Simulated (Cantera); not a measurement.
Input (Python, Cantera):

```python
import numpy as np
import cantera as ct

gas = ct.Solution("h2o2.yaml")
gas.TPX = 575, 220000, {'H2': 1, 'O2': 0.417, 'N2': 1.62}
flame = ct.FreeFlame(gas, width=0.023)
flame.set_refine_criteria(ratio=3, slope=0.08, curve=0.16)
flame.transport_model = "mixture-averaged"
flame.solve(loglevel=0, auto=True)
z, T = flame.grid, flame.T
thick = (T[-1] - T[0]) / np.gradient(T, z).max()
show = ['H2', 'O2', 'H', 'HO2', 'OH', 'H2O2']
print(f"laminar burning velocity  {flame.velocity[0] * 100:.3f} cm/s")
print(f"burnt temperature         {T[-1]:.1f} K")
print(f"thermal thickness         {thick * 1e3:.4f} mm")
print(f"grid points               {len(z)}")
z0 = z[flame.heat_release_rate.argmax()]
print(f"{'z/mm':>9s}{'T/K':>9s}{'u/(m/s)':>9s}" + "".join(f"{s:>11s}" for s in show))
rows = []
for k in (-3, -2, -1.5, -1, -0.5, -0.25, 0, 0.25, 0.5, 1, 2, 4, 8):
    zz = z0 + k * thick
    rows.append([k * thick, np.interp(zz, z, T), np.interp(zz, z, flame.velocity),
                 *(np.interp(zz, z, flame.X[gas.species_index(s)]) for s in show)])
    print(f"{rows[-1][0] * 1e3:9.3f}{rows[-1][1]:9.1f}{rows[-1][2]:9.3f}" + "".join(f"{x:11.3e}" for x in rows[-1][3:]))
```

It prints:

```
laminar burning velocity  769.591 cm/s
burnt temperature         2534.5 K
thermal thickness         0.1658 mm
grid points               123
     z/mm      T/K  u/(m/s)         H2         O2          H        HO2         OH       H2O2
   -0.497    575.0    7.696  3.293e-01  1.373e-01  7.640e-17  1.810e-13  4.183e-17  5.834e-16
   -0.332    575.0    7.696  3.293e-01  1.373e-01  2.614e-14  3.106e-11  1.243e-14  1.065e-13
   -0.249    575.0    7.696  3.293e-01  1.373e-01  2.861e-12  1.564e-09  6.693e-13  5.638e-12
   -0.166    575.0    7.696  3.292e-01  1.373e-01  3.521e-09  2.673e-07  1.156e-10  1.111e-09
   -0.083    594.7    7.904  3.236e-01  1.378e-01  8.667e-05  3.093e-04  4.301e-05  5.609e-06
   -0.041    848.3   10.949  2.850e-01  1.319e-01  5.527e-03  3.765e-04  1.070e-03  3.555e-05
    0.000   1320.1   16.470  1.836e-01  9.103e-02  3.430e-02  1.575e-04  4.004e-03  9.078e-06
    0.041   1643.3   20.235  9.899e-02  3.697e-02  5.699e-02  5.831e-05  9.940e-03  3.404e-06
    0.083   1799.9   22.000  7.583e-02  1.859e-02  5.694e-02  2.698e-05  1.339e-02  2.046e-06
    0.166   1958.5   23.707  7.172e-02  1.212e-02  4.639e-02  1.539e-05  1.541e-02  1.141e-06
    0.332   2117.3   25.347  7.116e-02  8.812e-03  3.382e-02  9.595e-06  1.566e-02  6.523e-07
    0.663   2261.4   26.784  6.923e-02  5.839e-03  2.310e-02  5.600e-06  1.433e-02  4.139e-07
    1.326   2377.6   27.905  6.659e-02  3.431e-03  1.506e-02  3.020e-06  1.182e-02  2.803e-07
```

Model: the H2/O2 subset of GRI-Mech 3.0, which has no nitrogen chemistry, integrated in Cantera. The hydrogen kinetics of GRI-Mech 3.0 are dated; newer H2 mechanisms differ, most at raised pressure. Burning velocities carry a grid error of a few per cent, more on coarse grids.
